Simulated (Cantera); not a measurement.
A closed system holds: 1 mol S, 0.6 mol H₂O, at 2100 Pa.

Cantera equilibrium calculation (NASA polynomials, part measured and part estimated; ideal gas, pure solids and liquids). Candidate condensed phases: H₂O, H₂SO₄, S; 19 gas species. The numbers say what is thermodynamically allowed, not how fast it happens. All values below are at 1927 °C.

Base state: H₂ 0.276, S₂ 0.254, H₂O 0.166, SO 0.110, SO₂ 0.0976, S 0.0364, SH 0.0283, H 0.0204 (mole fractions); condensed: gas only.

### Question
What changes in the equilibrium state with this change: pressure from 2100 Pa to 101000 Pa?

### Answer
| species | before | after |
|---|---|---|
| S₂ | 0.254 | 0.319 |
| H₂O | 0.166 | 0.276 |
| H₂ | 0.276 | 0.187 |
| SO | 0.110 | 0.0436 |
| H | 0.0204 | 0.00242 |
| S | 0.0364 | 0.00588 |
| H₂S | 0.00727 | 0.0383 |
| SH | 0.0283 | 0.0262 |
| SO₂ | 0.0976 | 0.0950 |
| O | 8.82e-5 | 4.49e-6 |
| O₂ | 2.23e-5 | 2.79e-6 |
| OH | 0.00171 | 0.000498 |
